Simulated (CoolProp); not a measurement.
n-heptane along the isotherm 11.75 °C: Z from the reference equation and from simpler models built on Tc = 268.1 °C, pc = 2.774 MPa, ω = 0.349; each cubic takes its own stable root.

Values from CoolProp's reference Helmholtz-energy equation of state, Span 2003. It is a short technical equation, of lower accuracy than the large ones.

```csv
p (MPa),phase,reference,van der Waals,Redlich-Kwong,Soave-Redlich-Kwong,Peng-Robinson
0.0219,liquid,0.001341,0.9898,0.001567,0.001514,0.001346
0.0354,liquid,0.002168,0.9833,0.002533,0.002447,0.002175
0.0572,liquid,0.003503,0.9728,0.004092,0.003954,0.003514
0.0925,liquid,0.005665,0.9552,0.006617,0.006394,0.005683
0.149,liquid,0.009124,0.01580,0.01066,0.01030,0.009153
0.241,liquid,0.01476,0.02554,0.01723,0.01665,0.01480
0.39,liquid,0.02387,0.04129,0.02788,0.02694,0.02395
0.63,liquid,0.03855,0.06660,0.04500,0.04351,0.03868
1.02,liquid,0.06239,0.1076,0.07278,0.07039,0.06258
1.64,liquid,0.1002,0.1723,0.1168,0.1131,0.1005
2.66,liquid,0.1624,0.2780,0.1890,0.1831,0.1628
4.29,liquid,0.2613,0.4448,0.3035,0.2945,0.2621
6.93,liquid,0.4208,0.7104,0.4874,0.4738,0.4219
```

At some of these states van der Waals gives the other phase, because its saturation line lies elsewhere.
